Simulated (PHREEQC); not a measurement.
A column of 1 m (30 cells, dispersivity 0.05 m, 60 s a shift, diffusion coefficient 3e-10 m²/s) holds 0.04 eq of the database's cation exchanger X per kg of pore water, first in equilibrium with 0.0079 mol SrCl2, 0.013 mol CaCl2 and 1e-05 mol HCl per kg of water. It is flushed with 0.02 mol/kgw NH4Cl, 0.0021 mol/kgw KCl and 1e-05 mol/kgw HCl, at 25 °C. Values are for the last cell. CO2 from the air is kept out. Precipitation was switched off in this run.

The series has 31 steps of pore volumes, from 0 to 6.017.

All values are PHREEQC results (ion-association model, phreeqc.dat), not measurements.

Problem. After how many pore volumes does NH4 at the outlet first reach half of its feed value?

Solution. By 2.0 pore volumes.

Problem. After how many pore volumes does K at the outlet first reach half of its feed value?

Solution. By 2.2 pore volumes.

Species that the database lacks are ignored.
